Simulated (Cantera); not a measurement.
Mixture: 13.6 % CO, 10.4 % H2, 15.9 % O2, 60.1 % N2, at 1.40 bar, adiabatic and at constant pressure. Ignition delay is the time to a rise of 400 K.

Detailed kinetics in Cantera: GRI-Mech 3.0 (53 species, 325 reactions). Where the delays flatten at high temperature, the 400 K rule measures the pace of heat release, not the induction time.

Predict: delay at 1100 K; delay at 1200 K; delay at 1300 K; delay at 1400 K; delay at 1500 K.


```json
{
 "delay at 1100 K": "90.0 µs",
 "delay at 1200 K": "47.1 µs",
 "delay at 1300 K": "31.8 µs",
 "delay at 1400 K": "24.8 µs",
 "delay at 1500 K": "21.5 µs"
}
```
